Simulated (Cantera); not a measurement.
## Counterflow diffusion flame

A counterflow diffusion flame at 0.987 atm, nozzles 20 mm apart: fuel side 100 % CH3OH at 600 K, oxidiser side 21.0 % O2, 79.0 % N2 at 723 K, fuel mass flux 1.2 times the oxidiser's; mixture-averaged transport, no radiation.

Cantera simulation using GRI-Mech 3.0 (53 species, 325 reactions); the numbers are that mechanism's predictions, not measurements. GRI-Mech 3.0 was tuned for natural gas; its chemistry of methanol as a main component is partial and can be far from experiment. GRI-Mech 3.0 has no aromatics or soot, which form on the fuel side of real flames. The maximum strain rate includes the flame's own expansion and is several times the mean.

```csv
oxidiser flux (kg/m²/s),max strain (1/s),mean strain (1/s),T max (K),peak x OH,peak x H,peak x NO,peak x CO,peak x C2H2
0.25,216,49.4,2240,0.0126,0.00793,0.000184,0.200,0.000133
0.35,293,69.2,2202,0.0128,0.00885,0.000135,0.198,0.000168
0.49,399,96.8,2158,0.0129,0.00979,9.89e-5,0.196,0.000211
0.68,539,134,2111,0.0128,0.0107,7.47e-5,0.193,0.000258
0.96,743,190,2065,0.0126,0.0117,5.87e-5,0.190,0.000315
1.3,990,257,2027,0.0126,0.0126,4.94e-5,0.188,0.000370
1.9,1420,375,1978,0.0123,0.0136,4.04e-5,0.184,0.000439
2.6,1920,514,1934,0.0118,0.0143,3.40e-5,0.181,0.000484
3.7,2690,731,1886,0.0112,0.0149,2.76e-5,0.177,0.000510
5.1,3660,1010,1843,0.0105,0.0152,2.24e-5,0.173,0.000498
```
x: mole fraction; the columns are a selection and need not sum to one.
